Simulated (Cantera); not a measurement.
Cantera run, input and output.

```python
import numpy as np
import cantera as ct

gas = ct.Solution("h2o2.yaml")


def delay(T, t_max=10):
    gas.TPX = T, 500000, {'H2': 1, 'O2': 0.294, 'N2': 2.4, 'H2O': 0.66}
    reactor = ct.IdealGasReactor(gas, clone=False)
    net = ct.ReactorNet([reactor])
    net.rtol, net.atol = 1e-8, 1e-16
    while net.time < t_max:
        t_old, T_old = net.time, reactor.T
        net.step()
        if reactor.T > T + 400:  # ignition: a rise of 400 K
            return t_old + (T + 400 - T_old) / (reactor.T - T_old) * (net.time - t_old)
    return np.nan


taus = []
for T in [1250, 1350, 1450, 1550, 1650, 1750, 1850, 1950]:
    taus.append(delay(T))
    print(f"T0 = {T:6g} K   tau = {taus[-1]:.4e} s")

# d ln(tau) / d ln(k), from doubling and halving each rate constant
T, sens = 1750, []
for i in range(gas.n_reactions):
    gas.set_multiplier(2.0, i)
    up = delay(T)
    gas.set_multiplier(0.5, i)
    down = delay(T)
    gas.set_multiplier(1.0, i)
    sens.append((np.log(up / down) / np.log(4.0), gas.reaction(i).equation))
sens.sort(key=lambda x: -abs(x[0]))
print(f"sensitivities at {T} K")
for s, eq in sens[:10]:
    print(f"{s:8.3f}  {eq}")
```

It prints:

```
T0 =   1250 K   tau = 7.4963e-05 s
T0 =   1350 K   tau = 1.4895e-05 s
T0 =   1450 K   tau = 7.7158e-06 s
T0 =   1550 K   tau = 5.1806e-06 s
T0 =   1650 K   tau = 3.9551e-06 s
T0 =   1750 K   tau = 3.3026e-06 s
T0 =   1850 K   tau = 2.9643e-06 s
T0 =   1950 K   tau = 2.8283e-06 s
sensitivities at 1750 K
  -0.521  H + O2 <=> O + OH
  -0.080  H2 + O <=> H + OH
  -0.077  H + OH + M <=> H2O + M
  -0.076  H + O2 + H2O <=> HO2 + H2O
  -0.063  H2 + OH <=> H + H2O
  -0.056  H + HO2 <=> H2 + O2
  -0.037  2 H + H2O <=> H2 + H2O
  -0.014  H + HO2 <=> 2 OH
  -0.013  2 OH (+M) <=> H2O2 (+M)
  -0.012  H2O2 + OH <=> H2O + HO2
```

Model: the H2/O2 subset of GRI-Mech 3.0, which has no nitrogen chemistry, integrated in Cantera. The hydrogen kinetics of GRI-Mech 3.0 are dated; newer H2 mechanisms differ, most at raised pressure. Where the delays flatten at high temperature, the 400 K rule measures the pace of heat release, not the induction time.
